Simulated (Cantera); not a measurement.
Input (Python, Cantera) and output of one run.

```python
import numpy as np
import cantera as ct

gas_names = """
    Fe FeO Fe(OH)2 H HO2 H2 H2O H2O2 O OH O2 O3
""".split()
cond_names = """
    Fe(a) Fe(c) Fe(d) Fe(L) FeO(s) FeO(L) Fe(OH)2(s) Fe(OH)3(s) Fe2O3(s) Fe3O4(s) H2O(s) H2O(L)
""".split()


# ... load() reads the species with a 1 bar reference pressure and builds the phases ...
atoms = {
    'Fe2O3': {'Fe': 2, 'O': 3},
    'H2O': {'H': 2, 'O': 1},
}
top_T = {'Fe2O3(s)': 1830, 'Fe3O4(s)': 1870}  # K; cautious upper limits of use, not melting points


# ... equilibrate(T, P, feed) seeds the gas with the atoms and calls Mixture.equilibrate('TP', solver="vcs", rtol=1e-11, max_steps=5000) ...
results = []
feed = {'Fe2O3': 1, 'H2O': 0.017}  # mol
P = 13332.2  # Pa
for T in [823, 923, 1023, 1123, 1223, 1323, 1423, 1523]:
    mix = equilibrate(T, P, feed)
    results.append((T, P, feed, dict(zip(mix.species_names, mix.species_moles))))
    x = sorted(zip(gas.X, gas.species_names), reverse=True)
    print(f"T = {T:g} K  P = {P:g} Pa  gas = {mix.phase_moles(0):.4g} mol")
    print("   x: " + "  ".join(f"{s} {v:.3e}" for v, s in x if v > 1e-06))
    print("   condensed (mol): " + ("  ".join(f"{mix.phase(i).name} {mix.phase_moles(i):.4g}"
          for i in range(1, mix.n_phases) if mix.phase_moles(i) > 1e-12) or "none"))
```

Result:

```
T = 823 K  P = 13332.2 Pa  gas = 0.017 mol
   x: H2O 1.000e+00
   condensed (mol): Fe2O3(s) 1
T = 923 K  P = 13332.2 Pa  gas = 0.017 mol
   x: H2O 1.000e+00
   condensed (mol): Fe2O3(s) 1
T = 1023 K  P = 13332.2 Pa  gas = 0.017 mol
   x: H2O 1.000e+00
   condensed (mol): Fe2O3(s) 1
T = 1123 K  P = 13332.2 Pa  gas = 0.017 mol
   x: H2O 1.000e+00  H2 4.344e-06  O2 2.101e-06
   condensed (mol): Fe2O3(s) 1
T = 1223 K  P = 13332.2 Pa  gas = 0.017 mol
   x: H2O 1.000e+00  H2 1.865e-05  O2 8.906e-06  OH 1.718e-06
   condensed (mol): Fe2O3(s) 1
T = 1323 K  P = 13332.2 Pa  gas = 0.017 mol
   x: H2O 9.997e-01  O2 2.637e-04  H2 2.186e-05  OH 1.343e-05
   condensed (mol): Fe2O3(s) 1  Fe3O4(s) 1.742e-05
T = 1423 K  P = 13332.2 Pa  gas = 0.01709 mol
   x: H2O 9.946e-01  O2 5.248e-03  OH 8.009e-05  H2 2.404e-05
   condensed (mol): Fe2O3(s) 0.9995  Fe3O4(s) 0.0003593
T = 1523 K  P = 13332.2 Pa  gas = 0.01828 mol
   x: H2O 9.296e-01  O2 7.004e-02  OH 3.654e-04  H2 2.464e-05  O 3.998e-06  Fe(OH)2 2.016e-06
   condensed (mol): Fe2O3(s) 0.9923  Fe3O4(s) 0.005128
```

Equilibrium computed with Cantera from the NASA thermochemical tables; the gas is ideal and each condensed phase is pure. Mutual solubility and eutectic melting of coexisting phases are not modelled.
